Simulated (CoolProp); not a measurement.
Vapour pressure (kPa) of R1234yf: the reference equation beside estimates from Tc = 94.7 °C, pc = 3384 kPa, ω = 0.276. Clausius-Clapeyron is anchored at 34.15 °C with a constant enthalpy of vaporisation of 15.71 kJ/mol.

Model: reference Helmholtz-energy equation of state, Lemmon 2022, in CoolProp.

| T (°C) | reference | Lee-Kesler | Clausius-Clapeyron | van der Waals | Redlich-Kwong | Soave-Redlich-Kwong | Peng-Robinson |
|---|---|---|---|---|---|---|---|
| 18.85 | 572.3 | 576.9 | 634.3 | 1251 | 787.3 | 579.3 | 572.0 |
| 22.65 | 638.8 | 643.9 | 689.3 | 1329 | 863.3 | 647.2 | 638.8 |
| 26.45 | ? | 716.4 | 747.5 | 1409 | 944.2 | 720.9 | 711.4 |
| 30.35 | 791.1 | ? | ? | 1494 | 1032 | 802.8 | 792.1 |
| 34.15 | 875.5 | 881.7 | 875.5 | 1580 | 1124 | 889.2 | 877.3 |
| 37.95 | 966.5 | 973.0 | 943.8 | 1670 | 1220 | 982.2 | 969.1 |
| 41.85 | 1067 | 1074 | 1018 | 1764 | 1325 | 1085 | 1071 |
| 45.65 | 1172 | 1179 | 1093 | 1860 | 1433 | 1192 | 1177 |
| 49.45 | 1285 | 1292 | 1172 | 1958 | 1546 | 1308 | 1291 |
| 53.35 | 1410 | 1416 | ? | 2063 | 1669 | 1434 | ? |

**Question.** Some entries are withheld; supply them.

**Answer.** 
- 26.45, reference: 710.9
- 30.35, Lee-Kesler: 797.0
- 30.35, Clausius-Clapeyron: 810.6
- 53.35, Clausius-Clapeyron: 1257
- 53.35, Peng-Robinson: 1417

Absolute difference from the reference over all 10 rows, mean and median: Lee-Kesler 0.7 and 0.7 %, Clausius-Clapeyron 6.0 and 5.9 %, van der Waals 79.0 and 76.6 %, Redlich-Kwong 27.6 and 27.3 %, Soave-Redlich-Kwong 1.5 and 1.6 %, Peng-Robinson 0.2 and 0.2 %.
